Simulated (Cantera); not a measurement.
Input (Python, Cantera) and output of one run.

```python
import numpy as np
import cantera as ct

gas_names = """
    CL CL2 H HCL H2 Si SiCL SiCL2 SiCL3 SiCL4 SiH SiHCL3 SiH2 SiH2CL2 SiH3 SiH3CL SiH4 Si2 Si3
""".split()
cond_names = """
    Si(cr) Si(L)
""".split()


def load(file, names, dense=False):
    # The tables refer to 1 bar. Condensed volumes are neglected.
    table = {s.name: s for s in ct.Species.list_from_file(file)}
    out = []
    for n in names:
        d = dict(table[n].input_data)
        d["thermo"] = dict(d["thermo"], **{"reference-pressure": 1e5})
        if dense:
            d["equation-of-state"] = {"model": "constant-volume", "density": "1e6 g/cm^3"}
        out.append(ct.Species.from_dict(d))
    return out


gas = ct.Solution(thermo="ideal-gas", species=load("nasa_gas.yaml", gas_names))
cond = {s.name: ct.Solution(thermo="fixed-stoichiometry", species=[s], name=s.name)
        for s in load("nasa_condensed.yaml", cond_names, dense=True)}
atoms = {
    'SiCl4': {'Si': 1, 'CL': 4},
    'H2': {'H': 2},
}
top_T = {}  # K; cautious upper limits of use, not melting points


def equilibrate(T, P, feed):
    n = {}
    for name, mol in feed.items():
        for a, k in atoms[name].items():
            n[a] = n.get(a, 0.0) + k * mol
    gas.TPX = T, P, n
    mass = sum(n.values()) * gas.mean_molecular_weight
    gas.equilibrate("TP")
    valid = [c for c in cond.values() if c.min_temp <= T <= top_T.get(c.name, c.max_temp)]
    mix = ct.Mixture([(gas, mass / gas.mean_molecular_weight)] + [(c, 0.0) for c in valid])
    mix.T, mix.P = T, P
    mix.equilibrate("TP", solver="vcs", rtol=1e-11, max_steps=5000)
    return mix


results = []
feed = {'SiCl4': 1, 'H2': 0.37}  # mol
P = 830000  # Pa
for T in [848, 898, 948, 998, 1048, 1098, 1148, 1198, 1248, 1298]:
    mix = equilibrate(T, P, feed)
    results.append((T, P, feed, dict(zip(mix.species_names, mix.species_moles))))

top = {s: max(r[3][s] / sum(r[3][g] for g in gas_names) for r in results) for s in gas_names}
cols = sorted((s for s in top if top[s] > 1e-05), key=lambda s: -top[s])[:6]
seen = [c for c in cond_names if any(r[3].get(c, 0) > 1e-12 for r in results)]
print("log10 of partial pressures in bar; condensed amounts in mol")
print(f"{'T/K':>10s}" + "".join(f"{s[:9]:>10s}" for s in cols + seen))
for T, P, feed, n in results:
    ng = sum(n[g] for g in gas_names)
    print(f"{T:10.4g}" + "".join(f"{np.log10(max(n[s] / ng * P / 1e5, 1e-99)):10.3f}" for s in cols)
          + "".join(f"{n.get(c, 0):10.4g}" for c in seen))
```

It prints:

```
log10 of partial pressures in bar; condensed amounts in mol
       T/K     SiCL4        H2       HCL    SiHCL3     SiCL3     SiCL2
       848     0.772     0.322    -0.847    -0.849    -3.773    -6.459
       898     0.769     0.313    -0.735    -0.738    -3.290    -5.664
       948     0.765     0.303    -0.636    -0.642    -2.860    -4.955
       998     0.762     0.292    -0.548    -0.558    -2.474    -4.321
      1048     0.757     0.280    -0.469    -0.484    -2.128    -3.751
      1098     0.752     0.266    -0.397    -0.422    -1.817    -3.238
      1148     0.747     0.252    -0.330    -0.369    -1.536    -2.777
      1198     0.741     0.236    -0.266    -0.327    -1.285    -2.364
      1248     0.733     0.219    -0.204    -0.297    -1.061    -1.996
      1298     0.724     0.200    -0.142    -0.279    -0.863    -1.673
```

Method: chemical equilibrium by Gibbs-energy minimisation in Cantera with the NASA 1993 tables (ideal gas, pure condensed phases). The tables' values for SiCl3 are old estimates; treat these amounts as uncertain.
